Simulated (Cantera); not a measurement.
Charge: 1 mol Si, 0.0075 mol O₂, a varied amount of N₂, held at 1.00 bar.

Method: chemical equilibrium by Gibbs-energy minimisation in Cantera with the NASA 1993 tables (ideal gas, pure condensed phases). Candidate condensed phases: Si, SiO₂, Si₂N₂O, Si₃N₄; 16 gas species. N₂ is the only nitrogen source here; it is nearly inert below about 1500 K, so the nitride shown seldom forms there in practice. Mutual solubility and eutectic melting of coexisting phases are not modelled. Rates play no part.

### Question
What condenses at these points (T in K, n(N₂) in mol): (1150, 1.8); (1450, 85); (1950, 60); (1250, 5.1); (1450, 10)?

### Answer
```tsv
T (K)	n(N₂) in mol	condensed phases	Si condensed (%)
1150	1.8	Si₂N₂O + Si₃N₄	100.0
1450	85	Si₂N₂O + Si₃N₄	100.0
1950	60	Si₃N₄	98.5
1250	5.1	Si₂N₂O + Si₃N₄	100.0
1450	10	Si₂N₂O + Si₃N₄	100.0
```
